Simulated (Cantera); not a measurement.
Charge: 1 mol (CH3)2SiCl2, 0.13 mol CH4, 2.5 mol H2, held at 1375 °C and 100000 Pa.

These are equilibrium values from Cantera (NASA tables, ideal gas, pure condensed phases), not measurements of a reactor. Candidate condensed phases: C, C6H6, C7H8, C8H18, Si, SiC; 109 gas species. The feed counts by its element totals alone. The tables' values for SiCl3 are old estimates; treat these amounts as uncertain. The numbers say what is thermodynamically allowed, not how fast it happens.

Base state: H2 0.715, HCl 0.276, SiCl2 0.00467, SiCl3 0.00160, SiCl4 0.00121, CH4 0.000685, SiHCl3 0.000524, H 7.53e-5 (mole fractions); condensed: C(graphite) + SiC(s).

Problem. What changes in the equilibrium state with this change: temperature from 1375 °C to 2077 °C?

Solution. 
```json
[
 {"species": "H2", "before": "0.715", "after": "0.715"},
 {"species": "HCl", "before": "0.276", "after": "0.243"},
 {"species": "SiCl2", "before": "0.00467", "after": "0.0228"},
 {"species": "H", "before": "7.53e-5", "after": "0.0105"},
 {"species": "Si", "before": "3.18e-9", "after": "0.000237"},
 {"species": "SiC2", "before": "<1e-9", "after": "3.87e-5"},
 {"species": "Si2C", "before": "<1e-9", "after": "2.24e-5"},
 {"species": "SiH", "before": "4.94e-9", "after": "6.73e-5"},
 {"species": "C(graphite), mol", "before": "1.18", "after": "1.24"},
 {"species": "SiC(s), mol", "before": "0.946", "after": "0.834"}
]
```
The tables' values for SiCl3, SiCl are old estimates; treat these amounts as uncertain. Gases not in the tables: Si2H6 and higher silanes.

Problem. What changes in the equilibrium state with this change: (CH3)2SiCl2 replaced by SiF4?

Solution. 
| species | before | after |
|---|---|---|
| H2 | 0.715 | 0.710 |
| SiF4 | 0 | 0.239 |
| HF | 0 | 0.0253 |
| HCl | 0.276 | 0 |
| SiF3 | 0 | 0.0155 |
| SiHF3 | 0 | 0.00866 |
| SiCl2 | 0.00467 | 0 |
| SiCl3 | 0.00160 | 0 |
| SiCl4 | 0.00121 | 0 |
| C(graphite), mol | 1.18 | 0.127 |
| SiC(s), mol | 0.946 | 0 |
The tables' values for SiF3, SiF2 are old estimates; treat these amounts as uncertain.
